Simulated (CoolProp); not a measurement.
Vinyl chloride at 298.15 K and 0.0515 MPa is compressed adiabatically to 0.162 MPa with isentropic efficiency 0.9. Each further row changes one setting.

Values from CoolProp's reference Helmholtz-energy equation of state, Thol 2022.

| case | work (kJ/kg) | final temperature (K) | final density (kg/m³) |
|---|---|---|---|
| as stated | 54.4 | 359.0 | 3.45 |
| efficiency 1 | 49.0 | 353.5 | 3.50 |
| efficiency 0.65 | 75.4 | 379.9 | 3.25 |
